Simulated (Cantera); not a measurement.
**Thermodynamics of nitride etching, feed Si3N4 + H2**

Charge: 1 mol Si3N4, 4.7 mol H2, held at 5.20e-5 bar.

Method: chemical equilibrium by Gibbs-energy minimisation in Cantera with the NASA 1993 tables (ideal gas, pure condensed phases). Candidate condensed phases: Si, Si3N4; 18 gas species. Mutual solubility and eutectic melting of coexisting phases are not modelled. The tables' values for SiN are old estimates; treat these amounts as uncertain. Gases not in the tables: Si2H6 and higher silanes. The numbers say what is thermodynamically allowed, not how fast it happens.

```csv
T (K),x H2,x N2,x Si,x H,x Si2,n Si3N4(s),n Si(s),n Si(l)
798,1.00,5.27e-12,<1e-12,3.70e-10,<1e-12,1.00,0,0
998,1.000,2.87e-7,3.06e-12,2.98e-7,<1e-12,1.000,0,0
1198,0.999,0.000515,2.48e-8,2.64e-5,2.09e-12,0.999,0.00363,0
1398,0.894,0.105,1.50e-5,0.000620,8.76e-9,0.723,0.831,0
1598,0.695,0.297,0.00180,0.00615,4.43e-6,0,2.99,0
1798,0.626,0.275,0.0593,0.0386,0.000356,0,0,2.56
1998,0.383,0.192,0.285,0.138,0.00102,0,0,0
```
x: gas mole fraction; n: condensed amount in mol.

From 798 K to 998 K the condensed part is Si3N4(s). From 1198 K to 1398 K the condensed part is Si(s) + Si3N4(s). At 1598 K the condensed part is Si(s). At 1798 K the condensed part is Si(l). At 1998 K nothing is condensed.
